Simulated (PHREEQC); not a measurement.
NaOH is added in steps, without added water, to 1 kg of water holding 0.0016 mol/kgw H2S, 0.00057 mol/kgw NaCl and 0.0035 mol/kgw MnCl2, at 40 °C. No oxygen is let in. No CO2 enters from the air. No solid was allowed to form.

Base run: PHREEQC, ion-association model, wateq4f.dat. Each further column changes one thing. The table gives MnOH+ (mol/kgw).

| NaOH added (mol) | base | H2S from 0.0016 to 0.0024 mol/kgw | NaCl from 0.00057 to 0.000855 mol/kgw | H2S replaced by NH4HS at the same molality |
|---|---|---|---|---|
| 0 | 1.25e-8 | 1.02e-8 | 1.25e-8 | 1.18e-5 |
| 0.0004625 | 4.41e-7 | 2.60e-7 | 4.39e-7 | 5.33e-5 |
| 0.0007708 | 1.00e-6 | 5.11e-7 | 9.97e-7 | 0.000102 |
| 0.001233 | 3.55e-6 | 1.13e-6 | 3.54e-6 | 0.000219 |
| 0.001696 | 9.67e-5 | 2.55e-6 | 9.66e-5 | 0.000410 |
| 0.002004 | 0.000347 | 5.27e-6 | 0.000346 | 0.000577 |
| 0.002467 | 0.000722 | 8.24e-5 | 0.000722 | 0.000865 |
| 0.002929 | 0.00108 | 0.000449 | 0.00108 | 0.00117 |
| 0.003237 | 0.00131 | 0.000697 | 0.00130 | 0.00137 |
| 0.0037 | 0.00162 | 0.00105 | 0.00162 | 0.00167 |

In at least one series the solution becomes supersaturated in solids that the run did not let form, among them Pyrochroite, MnS(Green). The polysulfide entries of wateq4f.dat were taken out for this run. Constants without temperature data keep their 25 °C values here.
